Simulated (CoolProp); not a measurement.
The fluid at 382.82 K and 1.23 MPa (gas) is heated at constant pressure to 458.9 K. The same conditions are run with several fluids, on thermodynamics alone (safety and materials aside).

Computed with CoolProp (reference Helmholtz-energy equation of state of each fluid (carbonyl sulfide: Lemmon 2006; propylene: Lemmon 2013; R115: Lemmon 2016)).

```csv
fluid,heat (kJ/kg),final density (kg/m³)
carbonyl sulfide,?,?
propylene,?,?
R115,?,?
```

Q: Fill in the missing entries.

A: 
- carbonyl sulfide, heat (kJ/kg): 62.3
- carbonyl sulfide, final density (kg/m³): 20.1
- propylene, heat (kJ/kg): 157
- propylene, final density (kg/m³): 14.2
- R115, heat (kJ/kg): 67.7
- R115, final density (kg/m³): 52.6
